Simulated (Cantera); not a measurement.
**Premixed flame**

A freely propagating, adiabatic, planar premixed flame of 43.2 % H2, 11.4 % O2, 42.7 % N2, 2.72 % H2O, equivalence ratio 1.9, unburnt at 598 K and 1.78 atm; unity-Lewis-number transport, grid criteria slope 0.08 and curve 0.16, no radiation.

Model: the H2/O2 subset of GRI-Mech 3.0, which has no nitrogen chemistry, integrated in Cantera. Unity Lewis numbers drop preferential diffusion, which matters most where H2 and H carry the flame. Burning velocities carry a grid error of a few per cent, more on coarse grids.

| z (mm) | T (K) | u (m/s) | x H2 | x O2 | x H2O | x O | x H2O2 | x OH |
|---|---|---|---|---|---|---|---|---|
| -0.544 | 598 | 5.45 | 0.432 | 0.114 | 0.0272 | <1e-8 | <1e-8 | <1e-8 |
| -0.363 | 598 | 5.45 | 0.432 | 0.114 | 0.0272 | <1e-8 | <1e-8 | <1e-8 |
| -0.272 | 598 | 5.45 | 0.432 | 0.114 | 0.0272 | <1e-8 | 4.00e-8 | <1e-8 |
| -0.181 | 600 | 5.47 | 0.432 | 0.113 | 0.0275 | 8.63e-8 | 4.05e-7 | <1e-8 |
| -0.0907 | 668 | 6.06 | 0.425 | 0.109 | 0.0361 | 1.78e-5 | 7.84e-6 | 2.85e-5 |
| -0.0453 | 941 | 8.39 | 0.388 | 0.0906 | 0.0774 | 0.000354 | 9.25e-6 | 0.000484 |
| 0 | 1338 | 11.6 | 0.292 | 0.0475 | 0.167 | 0.00221 | 2.66e-6 | 0.00214 |
| 0.0453 | 1591 | 13.6 | 0.215 | 0.0140 | 0.236 | 0.00274 | 1.41e-6 | 0.00459 |
| 0.0907 | 1718 | 14.6 | 0.195 | 0.00395 | 0.258 | 0.00215 | 9.56e-7 | 0.00578 |
| 0.181 | 1846 | 15.5 | 0.198 | 0.00105 | 0.267 | 0.00150 | 5.43e-7 | 0.00614 |
| 0.363 | 1968 | 16.3 | 0.207 | 0.000529 | 0.272 | 0.000907 | 2.77e-7 | 0.00559 |
| 0.726 | 2072 | 17.1 | 0.215 | 0.000260 | 0.276 | 0.000459 | 1.38e-7 | 0.00447 |
| 1.45 | 2152 | 17.6 | 0.221 | 0.000111 | 0.280 | 0.000199 | 6.70e-8 | 0.00319 |
x: mole fraction of selected species; z is measured from the peak of heat release.

```json
{
 "laminar_burning_velocity": "545 cm/s",
 "thermal_thickness": "0.181 mm",
 "peak x(O)": "0.00284",
 "peak x(H2O2)": "1.08e-5",
 "peak x(OH)": "0.00616",
 "grid_points": "112"
}
```
